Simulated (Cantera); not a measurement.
Mixture: CO : H₂ : CH₄ : O₂ : N₂ = 1 : 1.1 : 0.32 : 2.6 : 9.78 (molar parts), at 20.0 bar, adiabatic and at constant volume. Ignition delay is the time to a rise of 400 K.

Detailed kinetics in Cantera: GRI-Mech 3.0 (53 species, 325 reactions). The pressure lies above the range GRI-Mech 3.0 was tuned for (to about 10 atm). Where the delays flatten at high temperature, the 400 K rule measures the pace of heat release, not the induction time.

Q: What does this change do: 0.97 parts CO2 added?

A: 
```csv
quantity,before,after
delay at 1275 K,29.8 µs,35.8 µs
delay at 1425 K,5.15 µs,6.10 µs
delay at 1575 K,1.86 µs,2.14 µs
delay at 1725 K,0.972 µs,1.10 µs
delay at 1875 K,0.607 µs,0.680 µs
apparent activation energy between 1725 and 1875 K,84 kJ/mol,86 kJ/mol
```

Q: What does this change do: 0.33 parts CO2 added?

A: 
```json
[
 {"quantity": "delay at 1275 K", "before": "29.8 µs", "after": "31.8 µs"},
 {"quantity": "delay at 1425 K", "before": "5.15 µs", "after": "5.47 µs"},
 {"quantity": "delay at 1575 K", "before": "1.86 µs", "after": "1.95 µs"},
 {"quantity": "delay at 1725 K", "before": "0.972 µs", "after": "1.01 µs"},
 {"quantity": "delay at 1875 K", "before": "0.607 µs", "after": "0.631 µs"},
 {"quantity": "apparent activation energy between 1725 and 1875 K", "before": "84 kJ/mol", "after": "85 kJ/mol"}
]
```
